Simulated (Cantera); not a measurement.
A freely propagating, adiabatic, planar premixed flame of H2 : O2 : N2 = 1 : 0.263 : 0.763 (molar parts), unburnt at 425 K and 101000 Pa; mixture-averaged transport, grid criteria slope 0.08 and curve 0.16, no radiation.

Detailed kinetics in Cantera: the H2/O2 subset of GRI-Mech 3.0, which has no nitrogen chemistry. Burning velocities carry a grid error of a few per cent, more on coarse grids.

Problem. What does this change do: inlet temperature 425 to 650 K?

Solution. 
```csv
quantity,before,after
laminar burning velocity,627 cm/s,1220 cm/s
thermal thickness,0.375 mm,0.439 mm
peak x(O),0.00494,0.00635
peak x(H),0.0991,0.117
peak x(HO2),0.000451,0.000251
```

Problem. What does this change do: O2 0.263 to 0.2 parts?

Solution. 
```csv
quantity,before,after
laminar burning velocity,627 cm/s,461 cm/s
thermal thickness,0.375 mm,0.400 mm
peak x(O),0.00494,0.00194
peak x(H),0.0991,0.0675
peak x(HO2),0.000451,0.000362
```
